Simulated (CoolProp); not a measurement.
Vapour-liquid equilibrium of dimethyl ether (1) + n-butane (2) at 65.8 kPa; x and y are mole fractions of (1).

Values from CoolProp's multi-fluid Helmholtz-energy mixture model, Wu 2011 and Bücker 2006; pair parameters Bell 2016.

| x | bubble temperature (K) | y at the bubble point | dew temperature at overall composition x (K) | liquid density (mol/L) |
|---|---|---|---|---|
| 0.05 | 258.0 | 0.187 | 260.8 | 10.78 |
| 0.2 | 250.5 | 0.496 | 257.7 | 11.47 |
| 0.35 | 246.2 | 0.647 | 254.2 | 12.18 |
| 0.5 | 243.5 | 0.740 | 250.4 | 12.95 |
| 0.65 | 241.7 | 0.812 | 246.1 | 13.80 |
| 0.8 | 240.3 | 0.881 | 242.0 | 14.75 |
| 0.95 | 239.2 | 0.965 | 239.3 | 15.84 |

No azeotrope shows between x = 0.05 and 0.95.

The pair parameters rest on a limited set of measurements; away from them the model extrapolates.
